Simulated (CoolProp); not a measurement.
Aqueous lithium chloride as a coolant, 23 % by mass, freezing at -58.3 °C, 1 atm.

Values from CoolProp's Melinder's fits for secondary coolants.

```json
[
 {"T (°C)": "-3.7", "viscosity (mPa s)": "4.64", "density (kg/m³)": "1141", "conductivity (W/(m K))": "0.514", "cp (kJ/(kg K))": "3.016"},
 {"T (°C)": "1.8", "viscosity (mPa s)": "3.89", "density (kg/m³)": "1139", "conductivity (W/(m K))": "0.522", "cp (kJ/(kg K))": "3.052"},
 {"T (°C)": "7.3", "viscosity (mPa s)": "3.32", "density (kg/m³)": "1138", "conductivity (W/(m K))": "0.529", "cp (kJ/(kg K))": "3.089"},
 {"T (°C)": "12.9", "viscosity (mPa s)": "2.86", "density (kg/m³)": "1136", "conductivity (W/(m K))": "0.536", "cp (kJ/(kg K))": "3.126"},
 {"T (°C)": "18.4", "viscosity (mPa s)": "2.51", "density (kg/m³)": "1135", "conductivity (W/(m K))": "0.544", "cp (kJ/(kg K))": "3.162"},
 {"T (°C)": "23.9", "viscosity (mPa s)": "2.22", "density (kg/m³)": "1133", "conductivity (W/(m K))": "0.551", "cp (kJ/(kg K))": "3.199"},
 {"T (°C)": "29.4", "viscosity (mPa s)": "1.99", "density (kg/m³)": "1131", "conductivity (W/(m K))": "0.558", "cp (kJ/(kg K))": "3.235"},
 {"T (°C)": "35", "viscosity (mPa s)": "1.81", "density (kg/m³)": "1129", "conductivity (W/(m K))": "0.565", "cp (kJ/(kg K))": "3.271"}
]
```
